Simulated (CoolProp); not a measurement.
C2F6 (R116) along the isobar 0.44 MPa: fugacity coefficient from the reference equation and from simpler models built on Tc = 293.0 K, pc = 3.048 MPa, ω = 0.257; each cubic takes its own stable root.

The numbers come from the reference Helmholtz-energy equation of state, Lemmon 2006 in CoolProp. It is a short technical equation, of lower accuracy than the large ones.

```csv
T (K),phase,reference,Redlich-Kwong,Peng-Robinson
185,liquid,0.1285,0.2321,0.1290
188.6,liquid,0.1582,0.2772,0.1586
192.2,liquid,0.1929,0.3282,0.1931
195.8,liquid,0.2331,0.3852,0.2330
199.4,liquid,0.2791,0.4486,0.2788
203,liquid,0.3315,0.5184,0.3308
206.6,liquid,0.3907,0.5950,0.3895
210.1,liquid,0.4551,0.6760,0.4534
213.7,liquid,0.5287,0.7660,0.5264
217.3,liquid,0.6101,0.8628,0.6072
220.9,liquid,0.6996,0.8923,0.6961
224.5,liquid,0.7974,0.8970,0.7931
231.7,gas,0.8950,0.9056,0.8918
235.2,gas,0.9002,0.9094,0.8963
238.8,gas,0.9051,0.9131,0.9007
```

At some of these states Redlich-Kwong gives the other phase, because its saturation line lies elsewhere.
